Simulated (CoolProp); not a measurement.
Vapour-liquid equilibrium of R1234yf (1) + R134a (2) at 269 K; x and y are mole fractions of (1).

Model: multi-fluid Helmholtz-energy mixture model, Lemmon 2022 and Tillner-Roth 1994; pair parameters Bell 2022, in CoolProp.

```csv
x,bubble pressure (MPa),y at the bubble point,dew pressure at overall composition x (MPa),liquid density (mol/L)
0.05,0.2559,0.065,0.2548,12.67
0.2,0.2669,0.236,0.2648,12.23
0.35,0.2744,0.383,0.2729,11.83
0.5,0.2788,0.519,0.2784,11.46
0.65,0.2806,0.652,0.2806,11.12
0.8,0.2797,0.791,0.2795,10.81
0.95,0.2758,0.944,0.2756,10.52
```

y crosses x between x = 0.65 and 0.8: the model has an azeotrope there.

The pair parameters rest on a limited set of measurements; away from them the model extrapolates.
